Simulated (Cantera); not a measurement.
Source: NASA polynomial tables (part measured, part estimated), evaluated in Cantera. Values are per mole of reaction as written; species without (g) are pure solids or liquids, kept so even where they would boil at 1 bar. ZrN: taken at fixed stoichiometry.

Task: Between 2373 and 2723 K, where is each reaction favourable under standard conditions?
- ZrO2 + N(g) ⇌ 2 O(g) + ZrN

Result: 
- ZrO2 + N(g) ⇌ 2 O(g) + ZrN: ΔG° is 385 kJ at 2373 K and 330 kJ at 2723 K; it stays positive (K < 1). ΔH° is 760 kJ and ΔS° 158 J/K at 2723 K.
